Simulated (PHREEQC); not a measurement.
A solution holds 140 mmol/kgw MgCl2, 2.5 mmol/kgw CO2 and 89 mmol/kgw MgSO4, at 88 °C. Closed to the air; pH follows from the charge balance.

All values are PHREEQC results (ion-association model, phreeqc.dat), not measurements.

The ionic strength comes out as 0.476 mol/kgw. What activity coefficients do Cl-, Mg+2, H+, MgHCO3+, SO4-2 get?

Cl- 0.62, Mg+2 0.25, H+ 0.74, MgHCO3+ 0.62, SO4-2 0.17.

This is a speciation only: nothing precipitates in the calculation. At this temperature some constants are extrapolated from 25 °C, and those without enthalpy data are left unchanged.
